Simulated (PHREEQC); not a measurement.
Acid rinse or clean: speciation

Solution (20 °C): 0.0043 mol/kgw HCl, 0.0051 mol/kgw FeCl3 and 0.07 mol/kgw CuCl2. It is in equilibrium with CO2 at log p = -3.4 (atm). Otherwise closed; pH follows from the charge balance.

Equilibrium calculation in PHREEQC: ion-association model, phreeqc.dat.

Each row changes one thing in this solution. Precipitation was switched off in this run.

| case | pH | ionic strength (mol/kgw) | Cl- (mol/kgw) | FeCl+2 (mol/kgw) | Fe+3 (mol/kgw) | FeOH+2 (mol/kgw) | SI of Goethite (FeOOH) | SI of Hematite (Fe2O3) |
|---|---|---|---|---|---|---|---|---|
| as made | 2.36 | 0.222 | 0.150 | 0.00191 | 0.00159 | 0.000759 | +4.20 | +10.38 |
| HCl left out | 2.70 | 0.220 | 0.147 | 0.00132 | 0.00112 | 0.00117 | +5.06 | +12.11 |
| temperature from 20 to 80 °C | 2.22 | 0.162 | 0.121 | 0.00159 | 0.000342 | 0.00231 | +4.91 | +12.04 |
| HCl from 0.0043 to 0.00387 mol/kgw | 2.39 | 0.222 | 0.150 | 0.00187 | 0.00156 | 0.000794 | +4.27 | +10.53 |
| CuCl2 left out | 2.27 | 0.0302 | 0.0189 | 0.000611 | 0.00264 | 0.00131 | +4.52 | +11.02 |

Some of these states are supersaturated (in Hematite (slow to form), Goethite (slow to form), for instance). Away from 25 °C the constants follow the database's enthalpies or fits; those with neither stay at their 25 °C values.
